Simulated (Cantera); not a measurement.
Charge: 1 mol AlN, 34 mol Cl₂, equilibrated at 10.0 mbar.

Cantera equilibrium calculation (NASA polynomials, part measured and part estimated; ideal gas, pure solids and liquids). Candidate condensed phases: Al, AlCl₃, AlN; 11 gas species. Rates play no part.

x: gas mole fraction; nothing condenses.

```tsv
T (K)	x Cl₂	x Cl	x AlCl₃	x N₂	x AlCl₂
998	0.952	0.00368	0.0294	0.0147	<1e-12
1073	0.946	0.0105	0.0293	0.0146	1.12e-11
1148	0.931	0.0259	0.0290	0.0145	1.01e-10
1223	0.900	…	0.0286	0.0143	6.95e-10
1298	0.846	0.112	0.0278	0.0139	3.81e-9
1373	0.760	0.200	0.0265	0.0132	1.74e-8
1448	0.638	0.325	0.0246	0.0123	6.84e-8
1523	…	…	…	…	2.40e-7
1598	0.338	0.632	0.0201	0.0101	7.82e-7
1673	0.210	0.762	0.0182	0.00910	2.44e-6
1748	0.121	0.854	0.0168	0.00843	7.45e-6
```

Complete the blanks.


- 1223, x Cl: 0.0568
- 1523, x Cl₂: 0.490
- 1523, x Cl: 0.476
- 1523, x AlCl₃: 0.0224
- 1523, x N₂: 0.0112
